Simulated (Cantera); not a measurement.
# Adiabatic ignition

An adiabatic, constant-pressure homogeneous reactor starts with 4.11 % CH₄, 0.780 % CO, 20.0 % O₂, 75.1 % N₂, at 1225 K and 1.97 atm.

Model: GRI-Mech 3.0 (53 species, 325 reactions), integrated in Cantera.

```csv
t (s),T (K),x CH₄,x CO,x O₂,x HCN,x H₂
1.00e-5,1225,0.0411,0.00780,0.200,<1e-12,9.15e-11
2.28e-5,1225,0.0411,0.00780,0.200,<1e-12,2.71e-10
5.18e-5,1225,0.0411,0.00780,0.200,<1e-12,9.22e-10
0.000118,1225,0.0411,0.00780,0.200,<1e-12,3.83e-9
0.000268,1225,0.0411,0.00780,0.200,<1e-12,2.03e-8
0.000611,1225,0.0410,0.00780,0.200,<1e-12,1.42e-7
0.00139,1225,0.0410,0.00780,0.200,<1e-12,1.20e-6
0.00316,1226,0.0409,0.00780,0.200,<1e-12,8.12e-6
0.00720,1229,0.0403,0.00785,0.199,<1e-12,6.49e-5
0.0164,2142,<1e-12,0.000410,0.114,<1e-12,0.000135
0.0373,2141,<1e-12,0.000408,0.113,<1e-12,0.000134
0.0848,2140,<1e-12,0.000404,0.113,<1e-12,0.000133
0.193,2136,<1e-12,0.000396,0.112,<1e-12,0.000130
0.439,2131,<1e-12,0.000383,0.111,<1e-12,0.000127
1.00,2127,<1e-12,0.000374,0.110,<1e-12,0.000124
```
x: mole fraction; the columns are a selection and need not sum to one.

```yaml
time_of_steepest_temperature_rise: 11.7 ms
temperature at 1.00 s: 2127 K
equilibrium_temperature: 2126 K
x(CH₄) at 1.00 s: <1e-12 (gas-phase equilibrium <1e-12)
x(CO) at 1.00 s: 0.000374 (gas-phase equilibrium 0.000372)
x(O₂) at 1.00 s: 0.110 (gas-phase equilibrium 0.110)
```
